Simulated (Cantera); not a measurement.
**Equilibrium for fluorocarbon and chlorocarbon gases: CF4 + H2**

Input: 1 mol CF4, a varied amount of H2, at 3152 °C and 13.3 mbar.

These are equilibrium values from Cantera (NASA tables, ideal gas, pure condensed phases), not measurements of a reactor. Candidate condensed phases: C, C6H6, C7H8, C8H18; 95 gas species. Equilibrium is a limit: real reactors are often held back by kinetics, nucleation or transport.

```csv
n(H2) (mol),x F,x H,x HF,x CF,x C,x C3,x H2,x C2
0.34,0.710,0.0359,0.113,0.0532,0.0394,0.0332,6.98e-5,0.0122
0.8,0.546,0.0953,0.232,0.0407,0.0392,0.0327,0.000491,0.0120
1.3,0.406,0.171,0.309,0.0296,0.0384,0.0307,0.00159,0.0115
1.7,0.322,0.236,0.338,0.0229,0.0374,0.0284,0.00301,0.0110
2.2,0.247,0.313,0.344,0.0169,0.0359,0.0252,0.00531,0.0101
2.6,0.205,0.369,0.337,0.0135,0.0347,0.0226,0.00737,0.00942
3.1,0.167,0.430,0.319,0.0105,0.0332,0.0198,0.00998,0.00862
3.5,0.145,0.471,0.304,0.00882,0.0320,0.0178,0.0120,0.00804
4,0.124,0.515,0.284,0.00722,0.0307,0.0157,0.0144,0.00739
```
x: gas mole fraction; nothing condenses.

From 0.34 mol H2 to 4 mol H2 nothing is condensed. The main C-bearing gas is C3 throughout.
